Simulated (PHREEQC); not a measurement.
A solution holds 0.019 mol HF, 0.012 mol CsF, 0.087 mol H2SO4 and 0.085 mol H3PO4 per kg of water, at 10 °C. Closed to the air; pH follows from the charge balance.

The numbers come from PHREEQC with the ion-association model, wateq4f.dat.

This is a speciation only: nothing precipitates in the calculation.

Task: Predict the pH, ionic strength.

Result: pH 1.06; ionic strength 0.143 mol/kgw.

Task: In which forms is S present?

Result: HSO4- 74 %, SO4-2 26 % of the S.

wateq4f.dat counts part of the HF as a dimer, H2F2, which phreeqc.dat doesn't know; its constant is uncertain. H3PO4, which wateq4f.dat lacks, is added to it with the constant of phreeqc.dat. Constants without temperature data keep their 25 °C values here.
